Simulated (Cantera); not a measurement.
Charge: 1 mol Al, 0.3 mol H₂O, 12 mol H₂, held at 100 Torr.

Method: chemical equilibrium by Gibbs-energy minimisation in Cantera with the NASA 1993 tables (ideal gas, pure condensed phases). Candidate condensed phases: Al, Al₂O₃, H₂O; 19 gas species. Mutual solubility and eutectic melting of coexisting phases are not modelled. Equilibrium is a limit: real reactors are often held back by kinetics, nucleation or transport.

Problem. At 1400 K, list the 4 most abundant gas species with their mole fractions, and the condensed phases.

Solution. H₂ 1.000, Al 1.69e-5, H 1.33e-5, AlH 1.13e-5. Condensed: Al(l) + Al₂O₃(s).
